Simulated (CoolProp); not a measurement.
Computed with CoolProp (reference Helmholtz-energy equation of state, Lemmon 2006). It is a short technical equation, of lower accuracy than the large ones.

Task: For nitrous oxide, give the phase and the cp (kJ/(kg K)), cv (kJ/(kg K)) at 378.2 K and 0.669 bar.

Result: 
- 378.2 K and 0.669 bar: gas; cp 0.953, cv 0.763
